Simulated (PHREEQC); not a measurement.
0.85 g of hydrous ferric oxide (600 m²/g; 0.2 weak and 0.005 strong sites per Fe, Dzombak-Morel constants, diffuse double layer) in 1 kg of water with 0.1 mol/kgw of an inert sodium salt, at 25 °C; the pH is set by adding NaOH or the inert anion's acid. O2 is buffered at 0.21 atm. The system is closed to CO2. Nothing may precipitate in this run.

The numbers come from PHREEQC with the ion-association model, wateq4f.dat.

```tsv
pH	surface charge σ (C/m²)	surface potential ψ (mV)
4	0.321	146
4.38	0.286	141
5.12	0.201	123
5.5	0.159	111
5.88	0.122	98
6.62	0.066	69
7	0.045	52
7.38	0.027	35
8.12	0.000	0
8.5	-0.014	-19
8.88	-0.029	-37
9.62	-0.067	-70
10	-0.094	-85
```
